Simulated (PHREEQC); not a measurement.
## Copper plating or etch bath (model solution)

Solution (25 °C): 0.0016 mol CuSO4, 7.6e-05 mol HCl and 0.23 mol H3BO3 per kg of water. Closed to the air; pH follows from the charge balance.

All values are PHREEQC results (ion-association model, phreeqc.dat), not measurements.

No solid was allowed to form.

### Question
Predict the pH, specific conductance, ionic strength.

### Answer
pH 4.18; specific conductance 365 µS/cm; ionic strength 0.00562 mol/kgw.

### Question
In which forms is S present?

### Answer
SO4-2 86 %, CuSO4 13 % of the S.

Species that the database lacks are ignored.
